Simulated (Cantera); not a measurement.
A freely propagating, adiabatic, planar premixed flame of CH4 : H2 : O2 : N2 = 1 : 1.2 : 2.8 : 10.9 (molar parts), equivalence ratio 0.93, unburnt at 698 K and 0.280 bar; mixture-averaged transport, grid criteria slope 0.08 and curve 0.16, no radiation.

Cantera simulation using GRI-Mech 3.0 (53 species, 325 reactions); the numbers are that mechanism's predictions, not measurements. Burning velocities carry a grid error of a few per cent, more on coarse grids.

**Question.** How do the results move with these cheaper or finer settings: unity-Lewis-number transport; multicomponent transport; multicomponent+Soret transport; grid criteria slope 0.5, curve 1; grid criteria slope 0.25, curve 0.5; grid criteria slope 0.03, curve 0.06?

**Answer.** 
| setting | laminar burning velocity | thermal thickness | peak x(HCN) | peak x(H) | grid points |
|---|---|---|---|---|---|
| as above | 359 cm/s | 0.866 mm | 1.24e-6 | 0.0231 | 175 |
| unity-Lewis-number transport | 251 cm/s | 0.928 mm | 1.07e-6 | 0.0260 | 156 |
| multicomponent transport | 357 cm/s | 0.868 mm | 1.25e-6 | 0.0230 | 176 |
| multicomponent+Soret transport | 350 cm/s | 0.861 mm | 1.21e-6 | 0.0231 | 176 |
| grid criteria slope 0.5, curve 1 | 413 cm/s | 1.05 mm | 1.18e-6 | 0.0239 | 47 |
| grid criteria slope 0.25, curve 0.5 | 374 cm/s | 0.924 mm | 1.23e-6 | 0.0233 | 70 |
| grid criteria slope 0.03, curve 0.06 | 354 cm/s | 0.851 mm | 1.25e-6 | 0.0229 | 380 |
The base run took about 30 core-seconds (a rough figure).
Unity Lewis numbers drop preferential diffusion, which matters most where H2 and H carry the flame; Soret adds thermal diffusion.
